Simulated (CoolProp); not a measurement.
R236FA at 224.26 K and 0.00664 MPa is compressed adiabatically to 0.044 MPa with isentropic efficiency 0.8. Each further row changes one setting.

Values from CoolProp's reference Helmholtz-energy equation of state, Pan 2012.

```tsv
case	work (kJ/kg)	final temperature (K)	final density (kg/m³)
as stated	30.8	267.4	3.07
efficiency 1	24.7	259.5	3.18
efficiency 0.65	37.9	276.5	2.96
```
